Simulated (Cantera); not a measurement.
Feed: 1 mol Ta2O5, 760 mol H2, 4.5 mol H2O, at 133 Pa.

Method: chemical equilibrium by Gibbs-energy minimisation in Cantera with the NASA 1993 tables (ideal gas, pure condensed phases). Candidate condensed phases: H2O, Ta, Ta2O5; 12 gas species. Kinetics and transport are ignored.

Problem. Which condensed phases are stable at each of these points (T (K)): 1073, 1223, 1373, 1523, 1673, 1823, 1973, 2123?

Solution. 
```tsv
T (K)	condensed phases	Ta condensed (%)
1073	Ta2O5(s)	100.0
1223	Ta2O5(s)	100.0
1373	Ta2O5(s)	100.0
1523	Ta2O5(s)	100.0
1673	Ta2O5(s)	100.0
1823	Ta2O5(s)	99.6
1973	Ta2O5(s)	89.7
2123	gas only	0.0
```

From 1073 K to 1973 K the condensed part is Ta2O5(s). At 2123 K nothing is condensed.
